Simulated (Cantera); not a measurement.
What does this Cantera script print?

```python
import numpy as np
import cantera as ct

gas = ct.Solution("gri30.yaml")
gas.TPX = 600, 100000, {'CH3OH': 1, 'O2': 1.15, 'N2': 4.34}
inlet = ct.Reservoir(gas, clone=True)
gas.equilibrate("HP")  # start burning
reactor = ct.IdealGasConstPressureReactor(gas, energy="on", clone=False)
exhaust = ct.Reservoir(gas, clone=True)
tau = [0.25, 0.084, 0.028, 0.0094, 0.0032, 0.0011, 0.00036, 0.00012, 4e-05, 1.4e-05][0]
for a, b in ((inlet, reactor), (reactor, exhaust)):
    ct.MassFlowController(a, b, mdot=lambda t: reactor.mass / tau)
net = ct.ReactorNet([reactor])
show = ['CH3OH', 'O2', 'NO', 'CH2CO', 'O', 'CO2', 'H2O']

rows = []
print(f"{'tau/s':>10s}{'T/K':>9s}" + "".join(f"{s:>11s}" for s in show))
for tau in [0.25, 0.084, 0.028, 0.0094, 0.0032, 0.0011, 0.00036, 0.00012, 4e-05, 1.4e-05]:
    net.initial_time = 0.0
    net.advance(30 * tau)
    before = gas.X
    net.advance(40 * tau)
    drift = np.max(np.abs(gas.X - before) / (gas.X + 1e-9))
    rows.append([gas.T, *gas[show].X, drift])
    print(f"{tau:10.3e}{gas.T:9.1f}" + "".join(f"{x:11.3e}" for x in gas[show].X))
```

It prints:

```
     tau/s      T/K      CH3OH         O2         NO      CH2CO          O        CO2        H2O
 2.500e-01   2271.8  4.011e-07  2.650e-04  3.617e-04  6.961e-10  8.799e-05  7.466e-02  2.347e-01
 8.400e-02   2261.9  9.581e-07  4.401e-04  3.527e-04  1.304e-09  1.433e-04  7.445e-02  2.337e-01
 2.800e-02   2242.7  2.114e-06  8.412e-04  3.119e-04  2.176e-09  2.754e-04  7.399e-02  2.318e-01
 9.400e-03   2210.7  4.485e-06  1.633e-03  2.404e-04  3.796e-09  5.493e-04  7.314e-02  2.287e-01
 3.200e-03   2164.1  9.591e-06  2.940e-03  1.692e-04  7.673e-09  1.022e-03  7.182e-02  2.244e-01
 1.100e-03   2106.6  2.164e-05  4.747e-03  1.159e-04  1.901e-08  1.665e-03  7.002e-02  2.193e-01
 3.600e-04   2043.7  5.626e-05  7.198e-03  7.707e-05  6.780e-08  2.324e-03  6.726e-02  2.143e-01
 1.200e-04   1981.1  1.690e-04  1.127e-02  4.821e-05  3.747e-07  2.611e-03  6.142e-02  2.108e-01
 4.000e-05    600.0  1.541e-01  1.772e-01 -2.850e-20 -1.422e-19  3.344e-26 -3.605e-16 -2.428e-15
 1.400e-05    600.0  1.541e-01  1.772e-01 -1.654e-23 -8.254e-23  3.161e-26 -2.093e-19 -1.409e-18
```

Detailed kinetics in Cantera: GRI-Mech 3.0 (53 species, 325 reactions). GRI-Mech 3.0 was tuned for natural gas; its chemistry of methanol as a main component is partial and can be far from experiment.
